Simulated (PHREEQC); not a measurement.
PHREEQC input (ion-association model, wateq4f.dat):

```
SOLUTION_MASTER_SPECIES
  An  An-  0  An  62.0  # stands for a non-complexing anion
SOLUTION_SPECIES
  An- = An-
    -log_k 0
    -gamma 3.0 0
PHASES
  Fix_H+
    H+ = H+
    -log_k 0
SOLUTION 1
  temp 25
  units mmol/kgw
  pH 7 charge
  S(6) 5.3e-05
  Zn 5.3e-05
  Na 300
  An 300
END
SELECTED_OUTPUT 1
  -reset false
  -pH true
  -pe true
  -ionic_strength true
  -water true
  -totals Na S Zn S(-2) S(6)
  -molalities Hfo_wOH Hfo_wOH2+ Hfo_wO- Hfo_sOH Hfo_sOH2+ Hfo_sO- Hfo_wSO4- Hfo_wOHSO4-2 Hfo_sOZn+ Hfo_wOZn+
  -saturation_indices Zn(OH)2-e Zn4(OH)6SO4 Mirabilite Goslarite
USER_PUNCH 1
  -headings sigma psi
  10 PUNCH EDL("sigma", "Hfo"), EDL("psi", "Hfo")
PRINT
  -reset false
USE solution 1
SURFACE 1
  Hfo_wOH 3.37079e-05 600 0.015
  Hfo_sOH 8.42697e-07
EQUILIBRIUM_PHASES 1
  Fix_H+ -4 HAn 10
    -force_equality true
  O2(g) -0.68 10
END
# ... the last block is repeated for the other 16 points of pH, with NaOH or the acid as the point needs
```

Selected output (columns that matter, 11 of 17 rows; pH added in front):

```
pH	mu	Na	S	Zn	m_Hfo_wOH	m_Hfo_wOH2+	m_Hfo_wO-	m_Hfo_sOH	si_Zn(OH)2-e	si_Zn4(OH)6SO4	si_Mirabilite	si_Goslarite	sigma	psi
4	0.30014	0.3	4.1111e-08	5.2999e-08	1.949e-06	3.1744e-05	2.7413e-09	4.8742e-08	-11.322	-43.806	-8.3832	-14.011	0.34869	0.12293
4.75	0.30004	0.3	4.5252e-08	5.2983e-08	6.7248e-06	2.6937e-05	3.846e-08	1.6815e-07	-9.8221	-39.264	-8.3406	-13.969	0.29549	0.1146
5.12	0.30002	0.3	4.7966e-08	5.2919e-08	1.0266e-05	2.3334e-05	1.0347e-07	2.5666e-07	-9.0827	-37.021	-8.3151	-13.944	0.25521	0.10727
5.88	0.30001	0.3	5.1757e-08	5.1256e-08	1.7612e-05	1.5641e-05	4.5429e-07	4.3943e-07	-7.5766	-32.483	-8.282	-13.925	0.16688	0.086459
6.25	0.30001	0.3	5.249e-08	4.6159e-08	2.0463e-05	1.2475e-05	7.6895e-07	5.076e-07	-6.8823	-30.44	-8.2759	-13.964	0.12868	0.074237
7	0.3	0.3	5.2938e-08	1.3965e-08	2.4227e-05	7.7428e-06	1.7366e-06	5.7882e-07	-5.9032	-28.02	-8.2722	-14.482	0.066352	0.046461
7.75	0.3	0.3	5.2994e-08	9.7889e-10	2.5724e-05	4.866e-06	3.1154e-06	6.0514e-07	-5.5703	-28.188	-8.2718	-15.648	0.019769	0.015568
8.12	0.3	0.3	5.2998e-08	2.4471e-10	2.5873e-05	3.873e-06	3.9596e-06	6.081e-07	-5.4647	-28.506	-8.2717	-16.283	-0.0003846	-0.00030753
8.88	0.30001	0.30002	5.3e-08	3.6628e-11	2.511e-05	2.2909e-06	6.3049e-06	5.9001e-07	-5.2349	-29.106	-8.2717	-17.573	-0.043479	-0.032546
9.25	0.30003	0.30003	5.3e-08	3.4764e-11	2.4093e-05	1.6752e-06	7.9377e-06	5.6611e-07	-5.0989	-29.302	-8.2716	-18.177	-0.068153	-0.047454
10	0.30015	0.30016	5.3e-08	7.1568e-11	2.0221e-05	7.3468e-07	1.275e-05	4.7516e-07	-4.7413	-29.372	-8.2714	-19.319	-0.13128	-0.075146
```
